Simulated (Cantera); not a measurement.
Stirred combustor or abatement burner

A perfectly stirred reactor is fed with CH4 : H2 : O2 : N2 = 1 : 0.068 : 1.27 : 4.45 (molar parts), equivalence ratio 1.6, at 1000000 Pa; it is adiabatic with a 500 K inlet, and is followed from long to short residence time, starting on the burning branch (τ in s: 0.21, 0.083, 0.033, 0.013, 0.0054, 0.0022, 0.00088, 0.00036, 0.00014, 5.8e-05, 2.3e-05, 9.4e-06).

Model: GRI-Mech 3.0 (53 species, 325 reactions), integrated in Cantera.

```tsv
τ (s)	T (K)	x CH4	x H2	x O2	x CH2O	x NO	x CH3	x OH
0.21	2039	0.000607	0.103	2.16e-5	7.02e-7	1.38e-5	2.57e-5	4.00e-5
0.083	2042	0.00123	0.101	5.29e-5	1.50e-6	1.68e-5	5.45e-5	4.25e-5
0.033	2047	0.00221	0.0970	0.000126	3.06e-6	1.74e-5	0.000105	4.70e-5
0.013	2054	0.00357	0.0913	0.000299	6.11e-6	1.56e-5	0.000189	5.46e-5
0.0054	2060	0.00515	0.0844	0.000660	1.16e-5	1.29e-5	0.000310	6.52e-5
0.0022	2062	0.00706	0.0767	0.00146	2.22e-5	9.91e-6	0.000490	7.98e-5
0.00088	2054	0.00947	0.0689	0.00328	4.37e-5	6.75e-6	0.000751	9.71e-5
0.00036	2022	0.0129	0.0616	0.00748	8.98e-5	3.54e-6	0.00109	0.000110
0.00014	500	0.147	0.0100	0.187	<1e-12	<1e-12	<1e-12	<1e-12
5.8e-5	500	0.147	0.0100	0.187	<1e-12	<1e-12	<1e-12	<1e-12
2.3e-5	500	0.147	0.0100	0.187	<1e-12	<1e-12	<1e-12	<1e-12
9.4e-6	500	0.147	0.0100	0.187	<1e-12	<1e-12	<1e-12	<1e-12
```
x: mole fraction; the columns are a selection and need not sum to one.
